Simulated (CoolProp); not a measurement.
The numbers come from the reference Helmholtz-energy equation of state, Kamei 1995 in CoolProp.

Give the vapour pressure (kPa), liquid density (kg/m³), vapour density (kg/m³), liquid cp (kJ/(kg K)) of saturated R22 at 302.7 K.


```tsv
T (K)	p (kPa)	liquid density (kg/m³)	vapour density (kg/m³)	liquid cp (kJ/(kg K))
302.7	1180	1170	50.1	1.28
```
